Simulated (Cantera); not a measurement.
Input: 1 mol Si3N4, 0.018 mol H2, equilibrated at 2702 °C and 0.0110 bar.

Cantera equilibrium calculation (NASA polynomials, part measured and part estimated; ideal gas, pure solids and liquids). Candidate condensed phases: Si, Si3N4; 18 gas species. The tables' values for SiN are old estimates; treat these amounts as uncertain. Equilibrium is a limit: real reactors are often held back by kinetics, nucleation or transport.

Base state: Si 0.591, N2 0.397, H 0.00708, SiN 0.00217, Si2 0.00196, Si2N 0.000101, N 7.11e-5, SiH 4.52e-5 (mole fractions); condensed: gas only.

Question: What changes in the equilibrium state with this change: pressure from 0.0110 bar to 1 atm?

Answer: 
```tsv
species	before	after
N2	0.397	0.882
Si	0.591	0.0921
H	0.00708	0.00842
H2	2.58e-5	0.00337
SiH2	7.67e-9	1.44e-5
Si3	2.01e-5	0.000645
Si(l), mol	0	2.74
```
Gases not in the tables: Si2H6 and higher silanes.

Question: What changes in the equilibrium state with this change: temperature from 2702 °C to 1450 °C?

Answer: 
```tsv
species	before	after
H2	2.58e-5	0.783
N2	0.397	0.215
H	0.00708	0.00154
Si	0.591	8.94e-5
N	7.11e-5	<1e-9
Si2	0.00196	4.23e-7
Si(l), mol	0	0.00740
Si3N4(s), mol	0	0.998
```
Mutual solubility and eutectic melting of coexisting phases are not modelled. Gases not in the tables: Si2H6 and higher silanes.

Question: What changes in the equilibrium state with this change: 0.0047 mol CO2 added?

Answer: 
```json
[
 {"species": "Si", "before": "0.591", "after": "0.590"},
 {"species": "N2", "before": "0.397", "after": "0.397"},
 {"species": "H", "before": "0.00708", "after": "0.00707"},
 {"species": "SiO", "before": "0", "after": "0.00111"},
 {"species": "CO", "before": "0", "after": "0.000763"},
 {"species": "Si2C", "before": "0", "after": "8.60e-5"},
 {"species": "CN", "before": "0", "after": "5.54e-5"}
]
```
Further candidate phases: C, C6H6, C7H8, C8H18, H2O, SiC, SiO2, Si2N2O.
